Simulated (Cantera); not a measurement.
Cantera run, input and output.

```python
import numpy as np
import cantera as ct

gas = ct.Solution("gri30.yaml")
gas.TPX = 1525, 1000000, {'CH4': 1, 'O2': 4.55, 'N2': 30.9}
reactor = ct.IdealGasReactor(gas, energy="on", clone=False)
net = ct.ReactorNet([reactor])
net.rtol, net.atol = 1e-08, 1e-16
show = ['CH4', 'O2', 'CH2CO', 'NO', 'CO']
times = np.geomspace(1e-06, 6, 13)

steps = ct.SolutionArray(gas, extra=["t"])
rows = []
print(f"{'t/s':>10s}{'T/K':>9s}{'P/Pa':>11s}" + "".join(f"{s:>11s}" for s in show))
for t in times:
    while net.time < t:
        t_next = net.step()
        steps.append(gas.state, t=t_next)
    rows.append([np.interp(t, steps.t, y) for y in (steps.T, steps.P, *steps(*show).X.T)])
    print(f"{t:10.3e}{rows[-1][0]:9.1f}{rows[-1][1]:11.4g}" + "".join(f"{x:11.3e}" for x in rows[-1][2:]))
rate = np.gradient(steps.T, steps.t)
print("integrator steps:", len(steps.t))
if steps.T.max() > steps.T[0] + 200:
    print(f"time of steepest temperature rise: {steps.t[rate.argmax()]:.4e} s")
gas.TPX = 1525, 1000000, {'CH4': 1, 'O2': 4.55, 'N2': 30.9}
gas.equilibrate("UV")
print(f"equilibrium (UV): T = {gas.T:.1f} K  " + "  ".join(f"{s} {gas[s].X[0]:.3e}" for s in show))
```

It prints:

```
       t/s      T/K       P/Pa        CH4         O2      CH2CO         NO         CO
 1.000e-06   1525.0      1e+06  2.743e-02  1.248e-01  6.554e-19  8.714e-16  8.592e-12
 3.672e-06   1525.0      1e+06  2.743e-02  1.248e-01  5.571e-16  5.433e-15  3.936e-10
 1.348e-05   1525.0      1e+06  2.742e-02  1.248e-01  7.296e-13  5.042e-14  2.780e-08
 4.949e-05   1525.5      1e+06  2.726e-02  1.247e-01  3.594e-09  1.084e-12  5.162e-06
 1.817e-04   2100.5  1.392e+06  2.511e-11  7.377e-02  4.689e-09  6.027e-06  1.303e-02
 6.672e-04   2269.8   1.49e+06  1.859e-18  6.940e-02  9.236e-20  1.510e-04  2.576e-04
 2.449e-03   2268.5  1.489e+06  5.778e-21  6.917e-02  2.008e-23  6.022e-04  2.559e-04
 8.993e-03   2264.3  1.486e+06  5.409e-21  6.845e-02  1.805e-23  2.069e-03  2.507e-04
 3.302e-02   2254.7   1.48e+06  4.638e-21  6.678e-02  1.409e-23  5.422e-03  2.390e-04
 1.212e-01   2247.3  1.475e+06  4.117e-21  6.551e-02  1.166e-23  7.978e-03  2.304e-04
 4.451e-01   2246.9  1.474e+06  4.089e-21  6.544e-02  1.153e-23  8.123e-03  2.299e-04
 1.634e+00   2246.9  1.474e+06  4.089e-21  6.544e-02  1.153e-23  8.123e-03  2.299e-04
 6.000e+00   2246.9  1.474e+06  4.089e-21  6.544e-02  1.153e-23  8.123e-03  2.299e-04
integrator steps: 1751
time of steepest temperature rise: 1.7832e-04 s
equilibrium (UV): T = 2246.9 K  CH4 6.322e-21  O2 6.544e-02  CH2CO 1.756e-23  NO 8.123e-03  CO 2.299e-04
```

Detailed kinetics in Cantera: GRI-Mech 3.0 (53 species, 325 reactions).
